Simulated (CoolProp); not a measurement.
1000 sccm (0 °C, 1 atm) of nitrogen bubbles through liquid octamethyltrisiloxane (MDM) at 290.1 K and leaves saturated at a total pressure of 0.0079 MPa (ideal gas phase). Each further row changes one setting.

Values from CoolProp's reference Helmholtz-energy equation of state, Thol 2017.

```tsv
case	vapour pressure (kPa)	mole fraction of vapour	delivery (mg/min)	delivery (sccm)	change of delivery for a bath 1 K warmer (%)
as stated	0.289	0.0366	…	…	7.5
bath temperature 295.1 K	0.408	0.0516	574	54.4	7.3
total pressure 0.0158 MPa	0.289	0.0183	…	18.7	7.4
```

**Question.** Complete the blanks.

**Answer.** 
- as stated, delivery (mg/min): 401
- as stated, delivery (sccm): 38.0
- total pressure 0.0158 MPa, delivery (mg/min): 197
